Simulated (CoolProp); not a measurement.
Properties of cis-2-butene along the isotherm -0.55 °C.

Model: reference Helmholtz-energy equation of state, Lemmon 2005, in CoolProp. It is a short technical equation, of lower accuracy than the large ones.

| p (bar) | phase | Joule-Thomson coefficient (K/MPa) | isothermal compressibility (1/MPa) | expansivity (1/kK) |
|---|---|---|---|---|
| 0.67 | gas | 47.36 | 15.37 | 4.083 |
| 1.04 | liquid | -0.3805 | 0.001840 | 1.739 |
| 1.62 | liquid | -0.3808 | 0.001838 | 1.737 |
| 2.53 | liquid | -0.3812 | 0.001834 | 1.735 |
| 3.94 | liquid | -0.3818 | 0.001829 | 1.732 |
| 6.13 | liquid | -0.3827 | 0.001821 | 1.728 |
| 9.55 | liquid | -0.3841 | 0.001809 | 1.721 |
| 14.9 | liquid | -0.3863 | 0.001790 | 1.710 |
| 23.1 | liquid | -0.3896 | 0.001762 | 1.693 |
| 36 | liquid | -0.3945 | 0.001720 | 1.668 |
| 56.1 | liquid | -0.4017 | 0.001659 | 1.632 |
| 87.4 | liquid | -0.4118 | 0.001573 | 1.579 |
| 136 | liquid | -0.4254 | 0.001459 | 1.508 |
| 212 | liquid | -0.4426 | 0.001313 | 1.415 |
